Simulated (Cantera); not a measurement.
Cantera run, input and output.

```python
import numpy as np
import cantera as ct

gas = ct.Solution("gri30.yaml")
gas.TPX = 1348, 2666, {'C2H6': 1, 'N2': 41}
reactor = ct.IdealGasConstPressureReactor(gas, energy="off", clone=False)
net = ct.ReactorNet([reactor])
net.rtol, net.atol = 1e-08, 1e-18
show = ['C2H6', 'CH2', 'CH3', 'H', 'C2H', 'HCN', 'H2']
times = np.geomspace(7e-05, 80, 15)

steps = ct.SolutionArray(gas, extra=["t"])
rows = []
print(f"{'t/s':>10s}{'T/K':>9s}{'P/Pa':>11s}" + "".join(f"{s:>11s}" for s in show))
for t in times:
    while net.time < t:
        t_next = net.step()
        steps.append(gas.state, t=t_next)
    rows.append([np.interp(t, steps.t, y) for y in (steps.T, steps.P, *steps(*show).X.T)])
    print(f"{t:10.3e}{rows[-1][0]:9.1f}{rows[-1][1]:11.4g}" + "".join(f"{x:11.3e}" for x in rows[-1][2:]))
rate = np.gradient(steps.T, steps.t)
print("integrator steps:", len(steps.t))
if steps.T.max() > steps.T[0] + 200:
    print(f"time of steepest temperature rise: {steps.t[rate.argmax()]:.4e} s")
gas.TPX = 1348, 2666, {'C2H6': 1, 'N2': 41}
gas.equilibrate("TP")
print(f"equilibrium (TP): T = {gas.T:.1f} K  " + "  ".join(f"{s} {gas[s].X[0]:.3e}" for s in show))
```

Result:

```
       t/s      T/K       P/Pa       C2H6        CH2        CH3          H        C2H        HCN         H2
 7.000e-05   1348.0       2666  2.380e-02  3.203e-11  1.900e-05  2.206e-08  3.358e-23  8.834e-18  1.718e-08
 1.896e-04   1348.0       2666  2.378e-02  6.010e-10  5.080e-05  2.025e-07  5.274e-20  1.147e-15  4.151e-07
 5.135e-04   1348.0       2666  2.372e-02  1.004e-08  1.323e-04  1.651e-06  1.635e-16  1.109e-12  9.512e-06
 1.391e-03   1348.0       2666  2.340e-02  1.088e-07  3.218e-04  9.896e-06  7.262e-13  6.405e-10  1.758e-04
 3.767e-03   1348.0       2666  2.151e-02  4.132e-07  6.810e-04  2.366e-05  1.247e-10  1.740e-08  1.573e-03
 1.020e-02   1348.0       2666  1.531e-02  5.793e-07  8.004e-04  3.433e-05  1.024e-09  5.924e-08  6.669e-03
 2.763e-02   1348.0       2666  5.041e-03  4.167e-07  4.766e-04  4.364e-05  4.471e-09  1.082e-07  1.642e-02
 7.483e-02   1348.0       2666  3.423e-04  7.166e-08  1.218e-04  2.748e-05  6.030e-09  1.378e-07  2.551e-02
 2.027e-01   1348.0       2666  2.113e-05  6.301e-09  3.320e-05  9.034e-06  2.538e-09  1.404e-07  3.002e-02
 5.489e-01   1348.0       2666  2.445e-06  8.245e-10  1.187e-05  3.473e-06  1.082e-09  1.402e-07  3.264e-02
 1.487e+00   1348.0       2666  5.918e-07  2.046e-10  5.909e-06  1.820e-06  6.040e-10  1.400e-07  3.463e-02
 4.027e+00   1348.0       2666  3.905e-07  1.437e-10  4.958e-06  1.595e-06  5.544e-10  1.398e-07  3.633e-02
 1.091e+01   1348.0       2666  4.189e-07  1.611e-10  5.239e-06  1.730e-06  6.119e-10  1.397e-07  3.712e-02
 2.954e+01   1348.0       2666  4.088e-07  1.607e-10  5.186e-06  1.752e-06  6.193e-10  1.399e-07  3.730e-02
 8.000e+01   1348.0       2666  3.762e-07  1.563e-10  4.990e-06  1.788e-06  6.296e-10  1.403e-07  3.769e-02
integrator steps: 1356
equilibrium (TP): T = 1348.0 K  C2H6 4.469e-10  CH2 6.388e-12  CH3 1.434e-07  H 3.036e-06  C2H 2.815e-10  HCN 3.257e-02  H2 4.528e-02
```

Detailed kinetics in Cantera: GRI-Mech 3.0 (53 species, 325 reactions). GRI-Mech 3.0 stops at C3 and has no aromatics, soot or wall deposition, so with more carbon than oxygen in the feed, carbon stays in small species such as C2H2 where larger ones or solid carbon would form. Radical loss at walls, strong at low pressure, is not modelled.
